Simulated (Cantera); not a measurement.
Predominance diagram of Zr at 1050 K against the partial pressures of O2 and N2 (log10, bar). Source: NASA polynomial tables (part measured, part estimated), evaluated in Cantera. Candidates: Zr(α), ZrN(s), ZrO2(monoclinic). Only these pure phases compete in this equilibrium. ZrN: taken at fixed stoichiometry.

**Question.** Which phase is stable at these pairs, and which metal-bearing vapour leads over it? (-20.2, -18); (-10.8, -2); (-24.9, -16); (-13.1, -4); (-20.2, -14); (-3.7, -2); (-39, -12)

**Answer.** 
| log p(O2) | log p(N2) | phase | chief vapour | log p (bar) |
|---|---|---|---|---|
| -20.2 | -18 | ZrO2(monoclinic) | ZrO2 | -29.1 |
| -10.8 | -2 | ZrO2(monoclinic) | ZrO2 | -29.1 |
| -24.9 | -16 | ZrO2(monoclinic) | ZrO2 | -29.1 |
| -13.1 | -4 | ZrO2(monoclinic) | ZrO2 | -29.1 |
| -20.2 | -14 | ZrO2(monoclinic) | ZrO2 | -29.1 |
| -3.7 | -2 | ZrO2(monoclinic) | ZrO2 | -29.1 |
| -39 | -12 | ZrN(s) | ZrO | -26.4 |
